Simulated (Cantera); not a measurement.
Feed: 1 mol Si, 0.81 mol F₂, 20 mol N₂, held at 1277 °C and 32.0 mbar.

Cantera equilibrium calculation (NASA polynomials, part measured and part estimated; ideal gas, pure solids and liquids). Candidate condensed phases: Si, Si₃N₄; 16 gas species. The tables' values for SiF₃, SiF₂ are old estimates; treat these amounts as uncertain. The numbers say what is thermodynamically allowed, not how fast it happens.

Base state: N₂ 0.978, SiF₄ 0.0160, SiF₃ 0.00505, SiF₂ 0.000833 (mole fractions); condensed: Si₃N₄(s).

Problem. What changes in the equilibrium state with this change: F₂ from 0.81 to 1.1 mol?

Solution. 
```json
[
 {"species": "N₂", "before": "0.978", "after": "0.971"},
 {"species": "SiF₄", "before": "0.0160", "after": "0.0218"},
 {"species": "SiF₃", "before": "0.00505", "after": "0.00638"},
 {"species": "SiF₂", "before": "0.000833", "after": "0.000975"},
 {"species": "Si₃N₄(s), mol", "before": "0.187", "after": "0.136"}
]
```
